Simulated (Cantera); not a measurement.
A Cantera script and its output.

```python
import numpy as np
import cantera as ct

gas = ct.Solution("gri30.yaml")
gas.TPX = 1323, 4300, {'C2H6': 1, 'N2': 59}
reactor = ct.IdealGasConstPressureReactor(gas, energy="off", clone=False)
net = ct.ReactorNet([reactor])
net.rtol, net.atol = 1e-08, 1e-18
show = ['C2H6', 'C2H4', 'C2H2', 'H', 'CH4']
times = np.geomspace(7e-05, 6, 12)

steps = ct.SolutionArray(gas, extra=["t"])
rows = []
print(f"{'t/s':>10s}{'T/K':>9s}{'P/Pa':>11s}" + "".join(f"{s:>11s}" for s in show))
for t in times:
    while net.time < t:
        t_next = net.step()
        steps.append(gas.state, t=t_next)
    rows.append([np.interp(t, steps.t, y) for y in (steps.T, steps.P, *steps(*show).X.T)])
    print(f"{t:10.3e}{rows[-1][0]:9.1f}{rows[-1][1]:11.4g}" + "".join(f"{x:11.3e}" for x in rows[-1][2:]))
rate = np.gradient(steps.T, steps.t)
print("integrator steps:", len(steps.t))
if steps.T.max() > steps.T[0] + 200:
    print(f"time of steepest temperature rise: {steps.t[rate.argmax()]:.4e} s")
gas.TPX = 1323, 4300, {'C2H6': 1, 'N2': 59}
gas.equilibrate("TP")
print(f"equilibrium (TP): T = {gas.T:.1f} K  " + "  ".join(f"{s} {gas[s].X[0]:.3e}" for s in show))
```

It prints:

```
       t/s      T/K       P/Pa       C2H6       C2H4       C2H2          H        CH4
 7.000e-05   1323.0       4300  1.666e-02  2.441e-08  3.222e-14  1.528e-08  7.368e-08
 1.966e-04   1323.0       4300  1.665e-02  4.697e-07  2.749e-12  1.484e-07  5.758e-07
 5.521e-04   1323.0       4300  1.661e-02  9.515e-06  5.812e-10  1.264e-06  4.413e-06
 1.551e-03   1323.0       4300  1.636e-02  1.700e-04  1.725e-07  7.336e-06  3.209e-05
 4.354e-03   1323.0       4300  1.488e-02  1.402e-03  1.354e-05  1.545e-05  2.114e-04
 1.223e-02   1323.0       4300  1.030e-02  5.262e-03  2.552e-04  2.060e-05  9.657e-04
 3.434e-02   1323.0       4300  2.979e-03  9.920e-03  2.076e-03  2.593e-05  2.625e-03
 9.645e-02   1323.0       4300  1.686e-04  7.967e-03  6.455e-03  1.373e-05  3.400e-03
 2.709e-01   1323.0       4300  1.022e-05  5.159e-03  9.376e-03  4.269e-06  3.432e-03
 7.607e-01   1323.0       4300  1.105e-06  3.327e-03  1.119e-02  1.583e-06  3.429e-03
 2.136e+00   1323.0       4300  2.884e-07  1.843e-03  1.266e-02  8.817e-07  3.423e-03
 6.000e+00   1323.0       4300  2.227e-07  5.053e-04  1.398e-02  8.540e-07  3.413e-03
integrator steps: 1167
equilibrium (TP): T = 1323.0 K  C2H6 5.995e-10  C2H4 1.088e-05  C2H2 3.754e-03  H 1.379e-06  CH4 1.119e-04
```

Cantera simulation using GRI-Mech 3.0 (53 species, 325 reactions); the numbers are that mechanism's predictions, not measurements. GRI-Mech 3.0 stops at C3 and has no aromatics, soot or wall deposition, so with more carbon than oxygen in the feed, carbon stays in small species such as C2H2 where larger ones or solid carbon would form. Radical loss at walls, strong at low pressure, is not modelled.
